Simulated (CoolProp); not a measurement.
Properties of R236FA along the isobar 8.99 bar.

Model: reference Helmholtz-energy equation of state, Pan 2012, in CoolProp.

```csv
T (K),phase,Z,speed of sound (m/s),expansivity (1/kK),fugacity coefficient
334.7,liquid,0.04017,378.5,3.634,0.7437
342,gas,[?],115.0,[?],0.8304
349.2,gas,0.8130,118.9,6.006,0.8432
356.5,gas,0.8302,122.4,5.443,0.8549
363.7,gas,0.8449,[?],5.007,0.8653
371,gas,0.8580,128.5,4.648,0.8748
378.2,gas,0.8694,131.2,4.354,0.8834
385.5,gas,0.8796,133.8,4.101,0.8914
392.7,gas,0.8886,136.2,3.887,0.8985
400,gas,0.8969,138.6,3.697,0.9052
```

Question: Some entries are withheld; supply them.

Answer: 
- 342, Z: 0.7930
- 342, expansivity (1/kK): 6.743
- 363.7, speed of sound (m/s): 125.5
